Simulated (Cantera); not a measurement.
Cantera run:

```python
import numpy as np
import cantera as ct

gas_names = """
    Cu CuO Cu2 H HNO HNO2 HNO3 HO2 H2 H2O H2O2 N NH NH2 NH3 NH2OH NO NO2 NO3 N2 N2H2 N2H4 N2O O OH O2 O3
""".split()
cond_names = """
    Cu(cr) Cu(L) CuO(s) CuO2H2(s) Cu2O(s) Cu2O(L) H2O(s) H2O(L)
""".split()


def load(file, names, dense=False):
    # The tables refer to 1 bar. Condensed volumes are neglected.
    table = {s.name: s for s in ct.Species.list_from_file(file)}
    out = []
    for n in names:
        d = dict(table[n].input_data)
        d["thermo"] = dict(d["thermo"], **{"reference-pressure": 1e5})
        if dense:
            d["equation-of-state"] = {"model": "constant-volume", "density": "1e6 g/cm^3"}
        out.append(ct.Species.from_dict(d))
    return out


gas = ct.Solution(thermo="ideal-gas", species=load("nasa_gas.yaml", gas_names))
cond = {s.name: ct.Solution(thermo="fixed-stoichiometry", species=[s], name=s.name)
        for s in load("nasa_condensed.yaml", cond_names, dense=True)}
atoms = {
    'Cu': {'Cu': 1},
    'O2': {'O': 2},
    'N2': {'N': 2},
    'NH3': {'N': 1, 'H': 3},
}
top_T = {'CuO(s)': 1390}  # K; cautious upper limits of use, not melting points


def equilibrate(T, P, feed):
    n = {}
    for name, mol in feed.items():
        for a, k in atoms[name].items():
            n[a] = n.get(a, 0.0) + k * mol
    gas.TPX = T, P, n
    mass = sum(n.values()) * gas.mean_molecular_weight
    gas.equilibrate("TP")
    valid = [c for c in cond.values() if c.min_temp <= T <= top_T.get(c.name, c.max_temp)]
    mix = ct.Mixture([(gas, mass / gas.mean_molecular_weight)] + [(c, 0.0) for c in valid])
    mix.T, mix.P = T, P
    mix.equilibrate("TP", solver="vcs", rtol=1e-11, max_steps=5000)
    return mix


results = []
feed = {'Cu': 1, 'O2': 0.0021, 'N2': 2, 'NH3': 0.55}  # mol
T = 1873.15  # K
P = 10000  # Pa
mix = equilibrate(T, P, feed)
results.append((T, P, feed, dict(zip(mix.species_names, mix.species_moles))))
x = sorted(zip(gas.X, gas.species_names), reverse=True)
print(f"T = {T:g} K  P = {P:g} Pa  gas = {mix.phase_moles(0):.4g} mol")
print("   x: " + "  ".join(f"{s} {v:.3e}" for v, s in x if v > 0.001))
print("   condensed (mol): " + ("  ".join(f"{mix.phase(i).name} {mix.phase_moles(i):.4g}"
      for i in range(1, mix.n_phases) if mix.phase_moles(i) > 1e-12) or "none"))
```

Output:

```
T = 1873.15 K  P = 10000 Pa  gas = 3.14 mol
   x: N2 7.245e-01  H2 2.609e-01  Cu 1.219e-02  H2O 1.337e-03  H 1.044e-03
   condensed (mol): Cu(L) 0.9615
```

Equilibrium computed with Cantera from the NASA thermochemical tables; the gas is ideal and each condensed phase is pure.
